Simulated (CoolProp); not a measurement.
Model: reference Helmholtz-energy equation of state, Penoncello 2003, in CoolProp.

**Question.** For CHF3 (R23), give the phase and the cp (kJ/(kg K)), speed of sound (m/s), conductivity (mW/(m K)), Prandtl number at 17.85 °C and 0.588 MPa; 120.05 °C and 0.588 MPa.

**Answer.** 
- 17.85 °C and 0.588 MPa: gas; cp 0.773, speed of sound 197, conductivity 13.9, Prandtl number 0.810
- 120.05 °C and 0.588 MPa: gas; cp 0.879, speed of sound 230, conductivity 19.3, Prandtl number 0.876

Viscosity comes from a separate model (Shan 2000). Thermal conductivity comes from a separate model (Shan 2000).
